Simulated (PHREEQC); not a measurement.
A PHREEQC input (ion-association model, wateq4f.dat):

```
SOLUTION 1
  temp 25
  units mg/L
  pH 6.54
  pe 2.4
  Na 0.0434
  K 0.0411
  Ca 0.139
  Mg 0.0337
  Cl 0.126
  S(6) 0.107 as SO4
  Alkalinity 0.425 as HCO3
  Li 7.12e-05
  Sr 0.000751
  Ba 0.000259
  Zn 0.00206
END
USE solution 6
EQUILIBRIUM_PHASES 1
  Gypsum 0 0
  CO2(g) -2 10
END
```

It stops with these messages:

```
ERROR: Solution 6 not found.
```

The fault: USE names a solution that was never defined. The line should read `USE solution 1` where the input has `USE solution 6`. With the mend the run ends at pH 5.03 and ionic strength 2.81e-5 mol/kgw.
